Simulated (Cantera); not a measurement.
Feed: 1 mol CH3Cl, 0.023 mol HCl, held at 1700 Pa.

Cantera equilibrium calculation (NASA polynomials, part measured and part estimated; ideal gas, pure solids and liquids). Candidate condensed phases: C, C6H6, C7H8, C8H18; 91 gas species. Kinetics and transport are ignored.

x: gas mole fraction; n: condensed amount in mol.

```json
[
 {"T (K)": "1275", "x HCl": "0.506", "x H2": "0.494", "x H": "3.97e-6", "x Cl": "3.45e-6", "x C2H2 (acetylene)": "1.90e-7", "x CH4": "3.85e-5", "n C(graphite)": "1.000"},
 {"T (K)": "1375", "x HCl": "0.506", "x H2": "0.494", "x H": "1.85e-5", "x Cl": "1.57e-5", "x C2H2 (acetylene)": "8.79e-7", "x CH4": "2.07e-5", "n C(graphite)": "1.000"},
 {"T (K)": "1475", "x HCl": "0.506", "x H2": "0.494", "x H": "?", "x Cl": "?", "x C2H2 (acetylene)": "?", "x CH4": "?", "n C(graphite)": "1.000"},
 {"T (K)": "1575", "x HCl": "0.505", "x H2": "0.494", "x H": "0.000224", "x Cl": "0.000182", "x C2H2 (acetylene)": "1.04e-5", "x CH4": "7.55e-6", "n C(graphite)": "1.000"},
 {"T (K)": "1675", "x HCl": "0.505", "x H2": "0.494", "x H": "0.000626", "x Cl": "0.000499", "x C2H2 (acetylene)": "2.87e-5", "x CH4": "5.00e-6", "n C(graphite)": "1.000"},
 {"T (K)": "1775", "x HCl": "0.504", "x H2": "0.493", "x H": "0.00156", "x Cl": "0.00122", "x C2H2 (acetylene)": "7.02e-5", "x CH4": "3.46e-6", "n C(graphite)": "1.000"},
 {"T (K)": "1875", "x HCl": "0.501", "x H2": "0.492", "x H": "?", "x Cl": "?", "x C2H2 (acetylene)": "?", "x CH4": "?", "n C(graphite)": "0.999"},
 {"T (K)": "1975", "x HCl": "0.497", "x H2": "0.490", "x H": "0.00735", "x Cl": "0.00557", "x C2H2 (acetylene)": "0.000318", "x CH4": "1.85e-6", "n C(graphite)": "0.999"}
]
```

Problem. What belongs in the gaps?

Solution. 
- 1475, x H: 6.99e-5
- 1475, x Cl: 5.80e-5
- 1475, x C2H2 (acetylene): 3.30e-6
- 1475, x CH4: 1.21e-5
- 1875, x H: 0.00353
- 1875, x Cl: 0.00272
- 1875, x C2H2 (acetylene): 0.000156
- 1875, x CH4: 2.50e-6
